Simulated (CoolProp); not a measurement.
R236FA at 228.07 K and 0.00763 MPa is throttled through a valve to 0.00126 MPa with no heat exchange. Each further row changes one setting.

Values from CoolProp's reference Helmholtz-energy equation of state, Pan 2012.

```csv
case,temperature change (K),final density (kg/m³)
as stated,-0.3,…
outlet pressure 0.000378 MPa,…,…
outlet pressure 0.00164 MPa,-0.3,…
```

Task: What belongs in the gaps?

Result: 
- as stated, final density (kg/m³): 0.101
- outlet pressure 0.000378 MPa, temperature change (K): -0.4
- outlet pressure 0.000378 MPa, final density (kg/m³): 0.0304
- outlet pressure 0.00164 MPa, final density (kg/m³): 0.132
